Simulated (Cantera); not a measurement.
Input (Python, Cantera) and output of one run.

```python
import numpy as np
import cantera as ct

gas_names = [...]  # 114 gases of nasa_gas.yaml made of C, Fe, H, O
cond_names = """
    C(gr) C6H6(L) C7H8(L) C8H18(L),n-octa Fe(a) Fe(c) Fe(d) Fe(L) FeC5O5(L) FeO(s) FeO(L) Fe(OH)2(s)
    Fe(OH)3(s) Fe2O3(s) Fe3O4(s) H2O(s) H2O(L)
""".split()


# ... load() reads the species with a 1 bar reference pressure and builds the phases ...
atoms = {
    'Fe2O3': {'Fe': 2, 'O': 3},
    'C': {'C': 1},
    'H2': {'H': 2},
}
top_T = {'C(gr)': 4500, 'Fe2O3(s)': 1830, 'Fe3O4(s)': 1870}  # K; cautious upper limits of use, not melting points


# ... equilibrate(T, P, feed) seeds the gas with the atoms and calls Mixture.equilibrate('TP', solver="vcs", rtol=1e-11, max_steps=5000) ...
results = []
feed = {'Fe2O3': 1, 'C': 6.1, 'H2': 0.48}  # mol
P = 500000  # Pa
for T in [1473, 1623, 1773, 1923, 2073, 2223, 2373, 2523]:
    mix = equilibrate(T, P, feed)
    results.append((T, P, feed, dict(zip(mix.species_names, mix.species_moles))))

top = {s: max(r[3][s] / sum(r[3][g] for g in gas_names) for r in results) for s in gas_names}
cols = sorted((s for s in top if top[s] > 1e-06), key=lambda s: -top[s])[:8]
seen = [c for c in cond_names if any(r[3].get(c, 0) > 1e-12 for r in results)]
print("log10 of partial pressures in bar; condensed amounts in mol")
print(f"{'T/K':>10s}" + "".join(f"{s[:9]:>10s}" for s in cols + seen))
for T, P, feed, n in results:
    ng = sum(n[g] for g in gas_names)
    print(f"{T:10.4g}" + "".join(f"{np.log10(max(n[s] / ng * P / 1e5, 1e-99)):10.3f}" for s in cols)
          + "".join(f"{n.get(c, 0):10.4g}" for c in seen))
```

Result:

```
log10 of partial pressures in bar; condensed amounts in mol
       T/K        CO        H2        Fe         H       CO2 C2H2,acet       H2O       CH4     C(gr)     Fe(c)     Fe(d)     Fe(L)
      1473     0.633    -0.165    -7.078    -4.980    -1.807    -5.352    -2.211    -2.862     3.114         2         0         0
      1623     0.634    -0.163    -5.777    -4.242    -2.344    -4.621    -2.650    -3.155     3.104         2         0         0
      1773     0.634    -0.162    -4.704    -3.627    -2.787    -4.016    -3.014    -3.399     3.101         0         2         0
      1923     0.634    -0.162    -3.830    -3.107    -3.157    -3.508    -3.320    -3.604       3.1         0         0         2
      2073     0.634    -0.163    -3.095    -2.662    -3.469    -3.075    -3.581    -3.779     3.099         0         0     1.999
      2223     0.634    -0.165    -2.466    -2.276    -3.737    -2.702    -3.807    -3.932     3.097         0         0     1.998
      2373     0.633    -0.169    -1.921    -1.940    -3.969    -2.380    -4.006    -4.068     3.094         0         0     1.992
      2523     0.630    -0.178    -1.446    -1.645    -4.175    -2.102    -4.186    -4.196     3.089         0         0     1.975
```

These are equilibrium values from Cantera (NASA tables, ideal gas, pure condensed phases), not measurements of a reactor. Iron dissolves carbon and melts from about 1420 K in contact with it, which pure phases cannot show. Condensed phases not in the tables: cementite and carbon dissolved in iron.
